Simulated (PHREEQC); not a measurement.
A solution holds 0.23 mol/kgw ZnBr2, at 80 °C. Closed to the air; pH follows from the charge balance.

Model: ion-association model, phreeqc.dat, run in PHREEQC.

```
quantity                  before  after
------------------------  ------  -----
pH                          4.43   5.32
ionic strength (mol/kgw)   0.682  0.206
```

Task: Which change was made?
(A) ZnBr2 replaced by CdBr2 at the same molality
(B) diluted 10-fold with water
(C) temperature from 80 to 60 °C
(D) temperature from 80 to 55 °C
(E) diluted 100-fold with water

Result: A, ZnBr2 replaced by CdBr2 at the same molality

Precipitation was switched off in this run. Away from 25 °C the constants follow the database's enthalpies or fits; those with neither stay at their 25 °C values.
